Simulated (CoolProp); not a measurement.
The fluid at 298.15 K and 7.43 MPa is throttled through a valve to 1.44 MPa with no heat exchange. The same conditions are run with several fluids, on thermodynamics alone (safety and materials aside).

Computed with CoolProp (reference Helmholtz-energy equation of state of each fluid (R245ca: Zhou 2016; decamethyltetrasiloxane (MD2M): Thol 2017; R124: de Vries 1995; dodecamethylcyclohexasiloxane (D6): Colonna 2008; ethane: Bücker 2006)).

```tsv
fluid	temperature change (K)	final phase	final density (kg/m³)
R245ca	?	liquid	?
decamethyltetrasiloxane (MD2M)	+2.7	liquid	?
R124	?	liquid	1360
dodecamethylcyclohexasiloxane (D6)	?	liquid	969
ethane	?	?	61.6
```

Problem. Fill in the missing entries.

Solution. 
- R245ca, temperature change (K): +1.5
- R245ca, final density (kg/m³): 1390
- decamethyltetrasiloxane (MD2M), final density (kg/m³): 848
- R124, temperature change (K): +1.2
- dodecamethylcyclohexasiloxane (D6), temperature change (K): +2.6
- ethane, temperature change (K): -44.5
- ethane, final phase: two-phase, vapour fraction 0.390
